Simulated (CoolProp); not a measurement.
Vapour-liquid equilibrium of toluene (1) + n-nonane (2) at 85.7 kPa; x and y are mole fractions of (1).

Model: multi-fluid Helmholtz-energy mixture model, Lemmon 2006 and Lemmon 2006; pair parameters Bell 2016, in CoolProp.

```tsv
x	bubble temperature, mixture model (K)	bubble temperature, Raoult's law (K)	y, mixture model	y, Raoult's law
0.05	413.5	414.5	0.149	0.131
0.2	403.1	406.0	0.460	0.427
0.35	395.5	398.9	0.643	0.624
0.5	389.9	392.8	0.759	0.760
0.65	385.6	387.7	0.843	0.858
0.8	382.0	383.2	0.913	0.930
0.95	378.9	379.2	0.978	0.985
```

The largest gap from Raoult's law is -3.4 K in bubble temperature, at x = 0.35. No azeotrope shows between x = 0.05 and 0.95.

The pair parameters rest on a limited set of measurements; away from them the model extrapolates.
